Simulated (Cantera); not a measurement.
Cantera with NASA thermochemical tables; ideal gases at 1 bar, condensed phases pure. Values are per mole of reaction as written; species without (g) are pure solids or liquids, kept so even where they would boil at 1 bar.

### Question
Between 523 and 923 K, where is each reaction favourable under standard conditions?
- SO₂(g) + Fe + O₂(g) = FeSO₄

### Answer
- SO₂(g) + Fe + O₂(g) = FeSO₄: ΔG° is -445 kJ at 523 K and -307 kJ at 923 K; it stays negative (K > 1). ΔH° is -619 kJ and ΔS° -337 J/K at 923 K.
